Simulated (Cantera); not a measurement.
An isothermal plug-flow reactor at 648 K and 2.90 bar (inlet), inlet velocity 4.3 m/s, active area per volume 950 1/m; feed H₂ : O₂ : N₂ : H₂O = 0.0029 : 0.15 : 0.79 : 0.057 (molar parts), equivalence ratio 0.0097.

Model: Deutschmann's 1995 Pt surface mechanism with GRI-Mech 3.0 gas chemistry, integrated in Cantera. Catalytic surfaces can have several steady states; this one follows from the mechanism file's or the stated starting coverage. Mass transfer to the wall is taken as infinitely fast.

**Question.** Predict: x(H₂) at z = 0.008 m; x(O₂) at z = 0.008 m; x(H₂O) at z = 0.008 m; θ(free Pt) at the exit; θ(O*) at the exit; θ(OH*) at the exit.

**Answer.** 
```
Quantity                 Result
----------------------  -------
x(H₂) at z = 0.008 m    0.00103
x(O₂) at z = 0.008 m      0.149
x(H₂O) at z = 0.008 m    0.0589
θ(free Pt) at the exit   0.0120
θ(O*) at the exit         0.975
θ(OH*) at the exit       0.0128
```
